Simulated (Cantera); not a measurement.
Feed: 1 mol BCl₃, 0.9 mol NH₃, 18 mol H₂, 0.79 mol O₂, held at 975 K and 1000 Pa.

Equilibrium computed with Cantera from the NASA thermochemical tables; the gas is ideal and each condensed phase is pure. Candidate condensed phases: B, BN, B₂O₃, B₃O₃H₃, H₂O, NH₄Cl; 49 gas species. Kinetics and transport are ignored.

Base state: H₂ 0.834, HCl 0.141, N₂ 0.0211, H₂O 0.00375 (mole fractions); condensed: B₂O₃(l).

Problem. What changes in the equilibrium state with this change: BCl₃ replaced by BF₃?

Solution. 
```tsv
species	before	after
H₂	0.834	0.846
HF	0	0.0564
H₂O	0.00375	0.0470
HCl	0.141	0
BF₃	0	0.0261
N₂	0.0211	0.0214
B₃O₃F₃	0	0.00265
BOF	0	0.000173
(HBO₂)₃	7.28e-7	3.22e-5
HBO₂	9.37e-6	3.32e-5
B₂O₃(l), mol	0.500	0.139
```
Gases not in the tables: H₃BO₃.

Problem. What changes in the equilibrium state with this change: temperature from 975 K to 2375 K?

Solution. 
```
species        before     after
------------  -------  --------
H₂              0.834     0.685
H             1.04e-8     0.117
HCl             0.141     0.112
BO              <1e-9    0.0174
Cl            1.66e-9    0.0137
HBO₂          9.37e-6    0.0103
H₂O           0.00375    0.0121
N₂             0.0211    0.0191
B₂O₃            <1e-9   0.00151
HBO           7.33e-9   0.00965
BO₂             <1e-9  0.000374
B₂O₃(l), mol    0.500         0
```
The tables' values for BOCl, BCl are old estimates; treat these amounts as uncertain.

Problem. What changes in the equilibrium state with this change: temperature from 975 K to 1948.15 K?

Solution. 
| species | before | after |
|---|---|---|
| H₂ | 0.834 | 0.791 |
| HCl | 0.141 | 0.133 |
| N₂ | 0.0211 | 0.0205 |
| HBO₂ | 9.37e-6 | 0.0163 |
| HBO | 7.33e-9 | 0.0127 |
| H | 1.04e-8 | 0.0101 |
| B₂O₃ | <1e-9 | 0.00543 |
| BO | <1e-9 | 0.00246 |
| Cl | 1.66e-9 | 0.00127 |
| B₂O₂ | <1e-9 | 0.000599 |
| BOCl | 3.83e-9 | 0.00205 |
| B₂O₃(l), mol | 0.500 | 0 |
The tables' values for BOCl are old estimates; treat these amounts as uncertain.
